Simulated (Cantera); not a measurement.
Charge: 1 mol Si, a varied amount of F2, 0.31 mol N2, held at 1023 K and 0.00133 bar.

Cantera equilibrium calculation (NASA polynomials, part measured and part estimated; ideal gas, pure solids and liquids). Candidate condensed phases: Si, Si3N4; 16 gas species. N2 is the only nitrogen source here; it is nearly inert below about 1500 K, so the nitride shown seldom forms there in practice. Mutual solubility and eutectic melting of coexisting phases are not modelled. The tables' values for SiF3, SiF2 are old estimates; treat these amounts as uncertain. Kinetics and transport are ignored.

x: gas mole fraction; n: condensed amount in mol.

```csv
n(F2) (mol),x SiF4,x F,x N2,x F2,x SiF3,x SiF2,x NF3,n Si(s),n Si3N4(s)
0.64,0.995,<1e-12,3.36e-8,<1e-12,0.00459,4.10e-5,<1e-12,0.215,0.155
1.5,0.839,<1e-12,0.160,<1e-12,0.000311,2.24e-7,<1e-12,0,0.0833
2.3,0.528,0.301,0.164,0.00801,<1e-12,<1e-12,…,0,0
3.2,0.278,0.603,0.0863,0.0323,<1e-12,<1e-12,…,0,0
4,0.196,0.699,0.0609,0.0434,<1e-12,<1e-12,…,0,0
4.9,0.148,0.756,0.0458,0.0506,<1e-12,<1e-12,9.36e-7,0,0
5.7,0.121,0.787,0.0375,0.0548,<1e-12,<1e-12,9.54e-7,0,0
6.6,0.101,0.810,0.0312,0.0582,<1e-12,<1e-12,9.50e-7,0,0
7.5,0.0862,0.827,0.0267,0.0606,<1e-12,<1e-12,9.34e-7,0,0
8.3,0.0764,0.838,0.0237,0.0622,<1e-12,<1e-12,9.16e-7,0,0
```

Task: Complete the blanks.

Result: 
- 2.3, x NF3: 1.11e-7
- 3.2, x NF3: 6.53e-7
- 4, x NF3: 8.54e-7
